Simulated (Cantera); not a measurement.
A closed system holds: 1 mol BN, 0.52 mol O2, 71 mol N2, 0.99 mol H2O, equilibrated at 1775 °C and 2.10 Pa.

Equilibrium computed with Cantera from the NASA thermochemical tables; the gas is ideal and each condensed phase is pure. Candidate condensed phases: B, BN, B2O3, B3O3H3, H2O; 39 gas species. Kinetics and transport are ignored.

Base state: N2 0.958, H 0.0198, BO 0.00703, O 0.00535, BO2 0.00290, HBO2 0.00183, H2 0.00164, B2O3 0.000803 (mole fractions); condensed: gas only.

Task: What changes in the equilibrium state with this change: H2O from 0.99 to 0.43 mol?

Result: 
```
species    before     after
-------  --------  --------
N2          0.958     0.974
H          0.0198   0.01000
BO        0.00703   0.00970
O         0.00535   0.00250
H2O      0.000468   5.54e-5
O2       0.000653  0.000142
OH       0.000615  0.000144
```

Task: What changes in the equilibrium state with this change: pressure from 2.10 Pa to 133 Pa?

Result: 
| species | before | after |
|---|---|---|
| N2 | 0.958 | 0.976 |
| HBO2 | 0.00183 | 0.00743 |
| H2 | 0.00164 | 0.00464 |
| H | 0.0198 | 0.00418 |
| BO | 0.00703 | 0.000973 |
| O | 0.00535 | 0.000185 |
| O2 | 0.000653 | 4.95e-5 |
| H2O | 0.000468 | 0.00289 |
